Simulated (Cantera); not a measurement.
A closed system holds: 1 mol SiCl₄, 0.34 mol H₂, equilibrated at 302 °C and 255 Torr.

Equilibrium computed with Cantera from the NASA thermochemical tables; the gas is ideal and each condensed phase is pure. Candidate condensed phases: Si; 19 gas species. Rates play no part.

Base state: SiCl₄ 0.745, H₂ 0.252, HCl 0.00167, SiHCl₃ 0.00167 (mole fractions); condensed: gas only.

### Question
What changes in the equilibrium state with this change: 0.54 mol NH₃ added?

### Answer
| species | before | after |
|---|---|---|
| H₂ | 0.252 | 0.366 |
| SiCl₄ | 0.745 | 0.357 |
| HCl | 0.00167 | 0.199 |
| N₂ | 0 | 0.0760 |
| NH₃ | 0 | 0.00135 |
| SiHCl₃ | 0.00167 | 9.74e-6 |
| Si₃N₄(s), mol | 0 | 0.0408 |
Further candidate phases: NH₄Cl, Si₃N₄.
